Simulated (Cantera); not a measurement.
Cantera with NASA thermochemical tables; ideal gases at 1 bar, condensed phases pure. Values are per mole of reaction as written; species without (g) are pure solids or liquids, kept so even where they would boil at 1 bar.

H2(g) + O2(g) → 2 OH(g)

```json
[
 {"T (K)": "2450", "ΔH° (kJ)": "73.0", "ΔS° (J/K)": "27.0", "ΔG° (kJ)": "6.8", "log10 K": "-0.15"},
 {"T (K)": "2475", "ΔH° (kJ)": "72.9", "ΔS° (J/K)": "27.0", "ΔG° (kJ)": "6.2", "log10 K": "-0.13"},
 {"T (K)": "2500", "ΔH° (kJ)": "72.8", "ΔS° (J/K)": "26.9", "ΔG° (kJ)": "5.5", "log10 K": "-0.11"},
 {"T (K)": "2525", "ΔH° (kJ)": "?", "ΔS° (J/K)": "?", "ΔG° (kJ)": "?", "log10 K": "?"},
 {"T (K)": "2550", "ΔH° (kJ)": "?", "ΔS° (J/K)": "?", "ΔG° (kJ)": "?", "log10 K": "?"},
 {"T (K)": "2575", "ΔH° (kJ)": "?", "ΔS° (J/K)": "?", "ΔG° (kJ)": "?", "log10 K": "?"}
]
```

Q: Some entries are withheld; supply them.

A: 
- 2525, ΔH° (kJ): 72.8
- 2525, ΔS° (J/K): 26.9
- 2525, ΔG° (kJ): 4.8
- 2525, log10 K: -0.10
- 2550, ΔH° (kJ): 72.7
- 2550, ΔS° (J/K): 26.9
- 2550, ΔG° (kJ): 4.2
- 2550, log10 K: -0.09
- 2575, ΔH° (kJ): 72.6
- 2575, ΔS° (J/K): 26.9
- 2575, ΔG° (kJ): 3.5
- 2575, log10 K: -0.07
